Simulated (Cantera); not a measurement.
What does this Cantera script print?

```python
import numpy as np
import cantera as ct

gas_names = [...]  # 95 gases of nasa_gas.yaml made of C, F, H
cond_names = """
    C(gr) C6H6(L) C7H8(L) C8H18(L),n-octa
""".split()


# ... load() reads the species with a 1 bar reference pressure and builds the phases ...
atoms = {
    'CHF3': {'C': 1, 'H': 1, 'F': 3},
    'F2': {'F': 2},
    'H2': {'H': 2},
}
top_T = {'C(gr)': 4500}  # K; cautious upper limits of use, not melting points


# ... equilibrate(T, P, feed) seeds the gas with the atoms and calls Mixture.equilibrate('TP', solver="vcs", rtol=1e-11, max_steps=5000) ...
results = []
feed = {'CHF3': 1, 'F2': 0.49, 'H2': 0.21}  # mol
T = 3473  # K
P = 430  # Pa
mix = equilibrate(T, P, feed)
results.append((T, P, feed, dict(zip(mix.species_names, mix.species_moles))))
print(gas.report(threshold=1e-06))
for i in range(1, mix.n_phases):
    print(f"{mix.phase(i).name:16s} {mix.phase_moles(i):12.5e} mol")
```

Result:

```
       temperature   3473 K
          pressure   430 Pa
           density   0.0002431 kg/m^3
  mean mol. weight   16.325 kg/kmol
   phase of matter   gas

                          1 kg             1 kmol
                     ---------------   ---------------
          enthalpy        1.3433e+07         2.193e+08  J
   internal energy        1.1665e+07        1.9043e+08  J
           entropy             16513        2.6959e+05  J/K
    Gibbs function       -4.3918e+07       -7.1698e+08  J
 heat capacity c_p            1467.2             23952  J/K
 heat capacity c_v            957.87             15638  J/K

                      mass frac. Y      mole frac. X     chem. pot. / RT
                     ---------------   ---------------   ---------------
                 C          0.060975          0.082877           -5.9986
                CF          0.044436          0.023394           -32.316
               CF2        0.00055622        0.00018158           -58.632
                CH        1.8486e-05        2.3181e-05           -23.397
                C2          0.018994          0.012908           -11.997
               C2H        0.00031496        0.00020543           -29.396
    C2H2,acetylene        2.3487e-06        1.4726e-06           -46.795
                C3          0.037073          0.016797           -17.996
                C4        7.8674e-05        2.6733e-05           -23.994
                C5        8.1883e-05        2.2259e-05           -29.993
                 F            0.7027           0.60383           -26.317
                 H         0.0097172           0.15738           -17.399
                HF           0.12501           0.10201           -43.716
                H2        4.2665e-05         0.0003455           -34.797
     [  +81 minor]        2.5894e-06        9.7143e-07

C(gr)             0.00000e+00 mol
```

Equilibrium computed with Cantera from the NASA thermochemical tables; the gas is ideal and each condensed phase is pure.
